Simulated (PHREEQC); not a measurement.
Make-up at 25 °C: 1.7 mol/kgw Na2SO4, 0.19 mol/kgw NaHCO3 and 0.0012 mol/kgw H4SiO4. Closed to the air; pH follows from the charge balance.

All values are PHREEQC results (Pitzer model, pitzer.dat), not measurements.

### Question
The ionic strength comes out as 5.29 mol/kgw. What activity coefficients do HCO3-, H3SiO4-, SO4-2, CO3-2, Na+ get?

### Answer
HCO3- 0.26, H3SiO4- 0.26, SO4-2 0.021, CO3-2 0.031, Na+ 0.44. Single-ion values are on the MacInnes scale.

No solid was allowed to form. In brines, pH and single-ion activities rest on the MacInnes convention.
